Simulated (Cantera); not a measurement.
A freely propagating, adiabatic, planar premixed flame of 9.17 % CH4, 19.1 % O2, 71.8 % N2, equivalence ratio 0.96, unburnt at 575 K and 1.00 bar; mixture-averaged transport, grid criteria slope 0.08 and curve 0.16, no radiation.

Model: GRI-Mech 3.0 (53 species, 325 reactions), integrated in Cantera. Burning velocities carry a grid error of a few per cent, more on coarse grids.

**Question.** Predict: laminar burning velocity; thermal thickness; peak x(CH3); peak x(CH2CO); peak x(CH2O); peak x(H).

**Answer.** 
- laminar burning velocity: 118 cm/s
- thermal thickness: 0.341 mm
- peak x(CH3): 0.00275
- peak x(CH2CO): 0.000122
- peak x(CH2O): 0.00112
- peak x(H): 0.00828
